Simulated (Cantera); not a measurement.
A freely propagating, adiabatic, planar premixed flame of CH4 : O2 : N2 = 1 : 1.67 : 4.5 (molar parts), equivalence ratio 1.2, unburnt at 598 K and 0.987 atm; mixture-averaged transport, grid criteria slope 0.08 and curve 0.16, no radiation.

Cantera simulation using GRI-Mech 3.0 (53 species, 325 reactions); the numbers are that mechanism's predictions, not measurements. Burning velocities carry a grid error of a few per cent, more on coarse grids.

x: mole fraction of selected species; z is measured from the peak of heat release.

```csv
z (mm),T (K),u (m/s),x CH4,x O2,x C2H4,x HCN,x H2O,x CH3
-0.751,598,1.86,0.139,0.233,<1e-8,<1e-8,1.57e-5,(withheld)
-0.501,599,1.87,0.139,0.232,2.32e-7,<1e-8,0.000261,(withheld)
-0.376,607,1.90,0.137,0.230,2.02e-6,<1e-8,0.00138,(withheld)
-0.250,670,2.12,0.131,0.224,3.08e-5,1.44e-7,0.00956,(withheld)
-0.125,1134,3.68,0.0934,0.183,0.000526,2.48e-6,0.0623,(withheld)
-0.0626,1602,5.30,0.0512,0.130,0.00121,7.15e-6,0.116,0.00566
0,2021,6.79,0.0141,0.0711,0.000806,1.57e-5,0.168,(withheld)
0.0626,2225,7.51,0.00174,0.0341,9.04e-5,1.91e-5,0.196,(withheld)
0.125,2282,7.68,0.000126,0.0186,2.62e-6,1.20e-5,0.205,(withheld)
0.250,2314,7.75,5.43e-7,0.0110,<1e-8,2.69e-6,0.206,(withheld)
0.501,2351,7.84,<1e-8,0.00881,<1e-8,1.63e-7,0.207,<1e-8
1.00,2400,7.98,<1e-8,0.00741,<1e-8,<1e-8,0.211,<1e-8
2.00,2459,8.14,<1e-8,0.00576,<1e-8,<1e-8,0.216,<1e-8
```

Q: Some entries are withheld; supply them.

A: 
- -0.751, x CH3: 2.84e-8
- -0.501, x CH3: 5.77e-7
- -0.376, x CH3: 3.51e-6
- -0.250, x CH3: 3.75e-5
- -0.125, x CH3: 0.00133
- 0, x CH3: 0.00612
- 0.0626, x CH3: 0.00162
- 0.125, x CH3: 0.000166
- 0.250, x CH3: 8.77e-7
